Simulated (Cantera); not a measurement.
Charge: 1 mol Si, 6.9 mol HF, 33 mol N₂, held at 1098 K and 75.0 Torr.

Cantera equilibrium calculation (NASA polynomials, part measured and part estimated; ideal gas, pure solids and liquids). Candidate condensed phases: Si, Si₃N₄; 37 gas species. Kinetics and transport are ignored.

Base state: N₂ 0.848, HF 0.0746, H₂ 0.0514, SiF₄ 0.0257 (mole fractions); condensed: gas only.

Problem. What changes in the equilibrium state with this change: HF from 6.9 to 1.9 mol?

Solution. 
```json
[
 {"species": "N₂", "before": "0.848", "after": "0.958"},
 {"species": "H₂", "before": "0.0514", "after": "0.0278"},
 {"species": "SiF₄", "before": "0.0257", "after": "0.0139"},
 {"species": "HF", "before": "0.0746", "after": "0.000189"},
 {"species": "SiHF₃", "before": "1.65e-7", "after": "1.89e-5"},
 {"species": "Si₃N₄(s), mol", "before": "0", "after": "0.175"}
]
```
N₂ is the only nitrogen source here; it is nearly inert below about 1500 K, so the nitride shown seldom forms there in practice.
